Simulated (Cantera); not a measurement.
A closed system holds: 1 mol Si, 0.96 mol Cl₂, 1.3 mol H₂, equilibrated at 500 °C and 0.250 bar.

Equilibrium computed with Cantera from the NASA thermochemical tables; the gas is ideal and each condensed phase is pure. Candidate condensed phases: Si; 19 gas species. The tables' values for SiCl₃ are old estimates; treat these amounts as uncertain. Rates play no part.

Base state: H₂ 0.706, SiCl₄ 0.222, SiHCl₃ 0.0688, SiH₂Cl₂ 0.00164, HCl 0.00143, SiCl₃ 6.45e-5 (mole fractions); condensed: Si(s).

### Question
What changes in the equilibrium state with this change: Cl₂ from 0.96 to 2.3 mol?

### Answer
```json
[
 {"species": "H₂", "before": "0.706", "after": "0.384"},
 {"species": "SiCl₄", "before": "0.222", "after": "0.384"},
 {"species": "HCl", "before": "0.00143", "after": "0.231"},
 {"species": "SiHCl₃", "before": "0.0688", "after": "0.000402"},
 {"species": "SiH₂Cl₂", "before": "0.00164", "after": "3.23e-8"},
 {"species": "SiCl₃", "before": "6.45e-5", "after": "5.11e-7"},
 {"species": "Si(s), mol", "before": "0.489", "after": "0"}
]
```
